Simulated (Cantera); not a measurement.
**Pyrogenic steam for wet oxidation**

An isothermal, constant-pressure homogeneous reactor starts with 6.46 % H2, 13.7 % O2, 79.7 % N2, 0.118 % H2O, at 1325 K and 750 Torr.

Computed with Cantera and the H2/O2 subset of GRI-Mech 3.0, which has no nitrogen chemistry. The temperature is held fixed by assumption; the heat of reaction is taken as removed at once.

```tsv
t (s)	x H2	x O2	x O	x H2O2	x H2O	x HO2	x OH
2.00e-6	0.0646	0.137	2.84e-9	1.11e-11	0.00118	1.08e-8	2.20e-9
1.12e-5	0.0646	0.137	1.97e-7	4.33e-10	0.00118	1.05e-7	1.37e-7
6.32e-5	0.00455	0.106	0.00891	3.75e-6	0.0559	4.56e-5	0.00355
0.000356	9.99e-5	0.108	0.000178	6.93e-7	0.0676	9.15e-6	0.000423
0.00200	3.26e-6	0.109	8.01e-6	8.10e-8	0.0679	6.03e-7	9.23e-5
0.0112	2.69e-7	0.109	8.81e-7	1.21e-8	0.0679	7.24e-8	3.06e-5
0.0632	4.64e-8	0.109	1.60e-7	2.48e-9	0.0679	2.52e-8	1.30e-5
0.356	2.79e-8	0.109	9.15e-8	1.48e-9	0.0679	2.38e-8	9.79e-6
2.00	2.78e-8	0.109	9.14e-8	1.48e-9	0.0679	2.38e-8	9.78e-6
```
x: mole fraction; the columns are a selection and need not sum to one.

Equilibrium at this temperature and pressure: H2 2.78e-8, O2 0.109, O 9.14e-8, H2O2 1.48e-9, H2O 0.0679, HO2 2.38e-8, OH 9.78e-6 (gas phase only).
